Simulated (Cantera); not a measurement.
Equilibrium for carbon deposition, reforming and gasification: C2H6 + H2

A closed system holds: 1 mol C2H6, 91 mol H2, equilibrated at 2.00 mbar.

Method: chemical equilibrium by Gibbs-energy minimisation in Cantera with the NASA 1993 tables (ideal gas, pure condensed phases). Candidate condensed phases: C, C6H6, C7H8, C8H18; 76 gas species. The numbers say what is thermodynamically allowed, not how fast it happens.

| T (°C) | log p H2 | log p H | log p C2H2 (acetylene) | log p C2H | n C(graphite) |
|---|---|---|---|---|---|
| 1650 | -2.71 | -4.38 | -6.05 | -9.57 | 1.92 |
| 1700 | -2.71 | -4.23 | -5.91 | -9.19 | 1.88 |
| 1750 | -2.72 | -4.08 | -5.77 | -8.82 | 1.84 |
| 1800 | -2.73 | -3.94 | -5.64 | -8.48 | 1.78 |
| 1850 | -2.73 | -3.81 | -5.52 | -8.15 | 1.70 |
| 1900 | -2.75 | -3.69 | -5.40 | -7.84 | 1.61 |
| 1950 | -2.76 | -3.57 | -5.30 | -7.54 | 1.49 |
log p: log10 of the partial pressure in bar; n: condensed amount in mol.

From 1650 °C to 1950 °C the condensed part is C(graphite). The main C-bearing gas is C2H2 (acetylene) throughout. The share of C in condensed phases is highest at 1650 °C (95.8 %) and lowest at 1950 °C (74.5 %).
